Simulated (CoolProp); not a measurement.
The numbers come from the reference Helmholtz-energy equation of state, Zhou 2016 in CoolProp.

**Question.** Give the vapour pressure (MPa), liquid density (kg/m³), enthalpy of vaporisation (kJ/kg), liquid cp (kJ/(kg K)) of saturated R245ca at -3.15, 105.65 °C.

**Answer.** 
| T (°C) | p (MPa) | liquid density (kg/m³) | enthalpy of vaporisation (kJ/kg) | liquid cp (kJ/(kg K)) |
|---|---|---|---|---|
| -3.15 | 0.0293 | 1460 | 220 | 1.34 |
| 105.65 | 1.06 | 1150 | 150 | 1.58 |
